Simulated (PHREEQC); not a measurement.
MgCl2 is added in steps, without added water, to 1 kg of water holding 0.0015 mol/kgw NH4HS and 0.046 mol/kgw NaHCO3, at 20 °C. The system is closed to oxygen. CO2 from the air is kept out. Only these solids could form: Brucite, Nesquehonite, Halite, Nahcolite, Natron.

Base run: PHREEQC, ion-association model, wateq4f.dat. Each further column changes one thing. The table gives pH.

```json
[
 {"MgCl2 added (mol)": "0", "base": "8.16", "NaHCO3 from 0.046 to 0.0046 mol/kgw": "8.24", "no solid may form": "8.16"},
 {"MgCl2 added (mol)": "0.0175", "base": "7.94", "NaHCO3 from 0.046 to 0.0046 mol/kgw": "8.02", "no solid may form": "7.94"},
 {"MgCl2 added (mol)": "0.035", "base": "7.84", "NaHCO3 from 0.046 to 0.0046 mol/kgw": "7.94", "no solid may form": "7.84"},
 {"MgCl2 added (mol)": "0.0525", "base": "7.78", "NaHCO3 from 0.046 to 0.0046 mol/kgw": "7.89", "no solid may form": "7.78"},
 {"MgCl2 added (mol)": "0.07", "base": "7.73", "NaHCO3 from 0.046 to 0.0046 mol/kgw": "7.85", "no solid may form": "7.73"},
 {"MgCl2 added (mol)": "0.0875", "base": "7.70", "NaHCO3 from 0.046 to 0.0046 mol/kgw": "7.83", "no solid may form": "7.70"},
 {"MgCl2 added (mol)": "0.105", "base": "7.67", "NaHCO3 from 0.046 to 0.0046 mol/kgw": "7.80", "no solid may form": "7.67"},
 {"MgCl2 added (mol)": "0.1225", "base": "7.64", "NaHCO3 from 0.046 to 0.0046 mol/kgw": "7.78", "no solid may form": "7.64"},
 {"MgCl2 added (mol)": "0.14", "base": "7.62", "NaHCO3 from 0.046 to 0.0046 mol/kgw": "7.76", "no solid may form": "7.62"}
]
```

The polysulfide entries of wateq4f.dat were taken out for this run.
